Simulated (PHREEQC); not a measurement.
A solution holds 0.0074 mol/kgw NaH2PO4 and 0.0045 mol/kgw NaF, at 80 °C. Closed to the air; pH follows from the charge balance.

All values are PHREEQC results (ion-association model, phreeqc.dat), not measurements.

Precipitation was switched off in this run.

Q: Predict the pH.

A: pH 5.18.

Q: In which forms is P present?

A: H2PO4- 98 %, HPO4-2 1.7 % of the P.

Away from 25 °C the constants follow the database's enthalpies or fits; those with neither stay at their 25 °C values.
